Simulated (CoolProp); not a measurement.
Vapour-liquid equilibrium of n-butane (1) + cyclohexane (2) at 352.2 K; x and y are mole fractions of (1).

Model: multi-fluid Helmholtz-energy mixture model, Bücker 2006 and Zhou 2014; pair parameters Bell 2016, in CoolProp.

| x | bubble pressure (kPa) | y at the bubble point | dew pressure at overall composition x (kPa) | liquid density (mol/L) |
|---|---|---|---|---|
| 0.05 | (withheld) | 0.275 | 100.8 | 8.606 |
| 0.2 | 240.6 | 0.666 | (withheld) | (withheld) |
| 0.35 | 372.3 | 0.819 | 140.3 | 8.784 |
| 0.5 | 511.6 | 0.894 | 174.7 | 8.834 |
| 0.65 | (withheld) | (withheld) | 232.1 | (withheld) |
| 0.8 | 790.9 | 0.968 | 348.4 | 8.807 |
| 0.95 | 937.7 | 0.992 | 702.7 | 8.695 |

Q: What belongs in the gaps?

A: 
- 0.05, bubble pressure (kPa): 127.7
- 0.2, dew pressure at overall composition x (kPa): 117.3
- 0.2, liquid density (mol/L): 8.706
- 0.65, bubble pressure (kPa): 651.3
- 0.65, y at the bubble point: 0.938
- 0.65, liquid density (mol/L): 8.846

No azeotrope shows between x = 0.05 and 0.95.

Pair parameters are fitted to limited data, so mixtures are less certain than the pure fluids.
